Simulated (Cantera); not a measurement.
Premixed flame

A freely propagating, adiabatic, planar premixed flame of C₃H₈ : O₂ : N₂ = 1 : 4.55 : 17.1 (molar parts), unburnt at 575 K and 440000 Pa; unity-Lewis-number transport, grid criteria slope 0.08 and curve 0.16, no radiation.

Cantera simulation using GRI-Mech 3.0 (53 species, 325 reactions); the numbers are that mechanism's predictions, not measurements. GRI-Mech 3.0 was tuned for natural gas; its chemistry of propane as a main component is partial and can be far from experiment. Unity Lewis numbers drop preferential diffusion, which matters most where H2 and H carry the flame. Burning velocities carry a grid error of a few per cent, more on coarse grids.

| z (mm) | T (K) | u (m/s) | x C₃H₈ | x O₂ | x O | x NO₂ | x C₂H₄ | x C₂H₆ |
|---|---|---|---|---|---|---|---|---|
| -0.275 | 575 | 0.748 | 0.0441 | 0.201 | <1e-8 | <1e-8 | 3.92e-6 | 6.22e-7 |
| -0.183 | 580 | 0.754 | 0.0440 | 0.200 | <1e-8 | 4.58e-8 | 4.23e-5 | 6.71e-6 |
| -0.138 | 593 | 0.773 | 0.0434 | 0.199 | <1e-8 | 1.78e-7 | 0.000170 | 2.72e-5 |
| -0.0917 | 674 | 0.883 | 0.0402 | 0.189 | <1e-8 | 7.89e-7 | 0.000911 | 0.000148 |
| -0.0459 | 1083 | 1.46 | 0.0237 | 0.141 | 6.84e-7 | 1.58e-6 | 0.00456 | 0.000716 |
| -0.0229 | 1499 | 2.09 | 0.00793 | 0.0903 | 4.69e-5 | 6.70e-7 | 0.00668 | 0.000712 |
| 0 | 1919 | 2.74 | 0.000170 | 0.0411 | 0.00102 | 4.31e-8 | 0.00184 | 4.76e-5 |
| 0.0229 | 2093 | 2.99 | 7.06e-8 | 0.0202 | 0.00300 | 2.62e-8 | 3.90e-5 | 8.51e-8 |
| 0.0459 | 2160 | 3.07 | <1e-8 | 0.0145 | 0.00324 | 3.03e-8 | 4.32e-7 | <1e-8 |
| 0.0917 | 2240 | 3.16 | <1e-8 | 0.0105 | 0.00242 | 3.23e-8 | <1e-8 | <1e-8 |
| 0.183 | 2319 | 3.26 | <1e-8 | 0.00723 | 0.00142 | 3.46e-8 | <1e-8 | <1e-8 |
| 0.367 | 2384 | 3.33 | <1e-8 | 0.00451 | 0.000749 | 3.63e-8 | <1e-8 | <1e-8 |
| 0.734 | 2425 | 3.38 | <1e-8 | 0.00273 | 0.000407 | 3.68e-8 | <1e-8 | <1e-8 |
x: mole fraction of selected species; z is measured from the peak of heat release.

```yaml
laminar_burning_velocity: 74.8 cm/s
thermal_thickness: 0.0917 mm
peak x(O): 0.00331
peak x(C₂H₄): 0.00669
peak x(C₂H₆): 0.000842
grid_points: 142
```
